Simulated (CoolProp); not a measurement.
R1224YDZ along the isobar 78.3 bar: fugacity coefficient from the reference equation and from simpler models built on Tc = 428.7 K, pc = 33.34 bar, ω = 0.325; each cubic takes its own stable root.

Computed with CoolProp (reference Helmholtz-energy equation of state, Akasaka 2023).

| T (K) | phase | reference | van der Waals | Redlich-Kwong | Soave-Redlich-Kwong | Peng-Robinson |
|---|---|---|---|---|---|---|
| 245.8 | liquid | 0.002587 | 0.04896 | 0.008065 | 0.002732 | 0.002706 |
| 262.1 | liquid | 0.005929 | 0.06748 | 0.01555 | 0.006224 | 0.006072 |
| 278.3 | liquid | 0.01197 | 0.08925 | 0.02701 | 0.01255 | 0.01210 |
| 294.6 | liquid | 0.02197 | 0.1144 | 0.04342 | 0.02304 | 0.02204 |
| 310.8 | liquid | 0.03700 | 0.1424 | 0.06513 | 0.03889 | 0.03696 |
| 327 | liquid | 0.05814 | 0.1732 | 0.09248 | 0.06130 | 0.05801 |
| 343.3 | liquid | 0.08640 | 0.2065 | 0.1256 | 0.09137 | 0.08621 |
| 359.5 | liquid | 0.1218 | 0.2417 | 0.1638 | 0.1292 | 0.1217 |
| 375.7 | liquid | 0.1645 | 0.2784 | 0.2065 | 0.1748 | 0.1645 |
| 392 | liquid | 0.2144 | 0.3166 | 0.2533 | 0.2280 | 0.2145 |
| 408.2 | liquid | 0.2697 | 0.3553 | 0.3026 | 0.2869 | 0.2699 |
| 424.4 | liquid | 0.3295 | 0.3943 | 0.3534 | 0.3499 | 0.3293 |
| 440.7 | supercritical | 0.3924 | 0.4335 | 0.4050 | 0.4153 | 0.3911 |
| 456.9 | supercritical | 0.4555 | 0.4719 | 0.4554 | 0.4795 | 0.4518 |
| 473.1 | supercritical | 0.5167 | 0.5094 | 0.5037 | 0.5403 | 0.5094 |
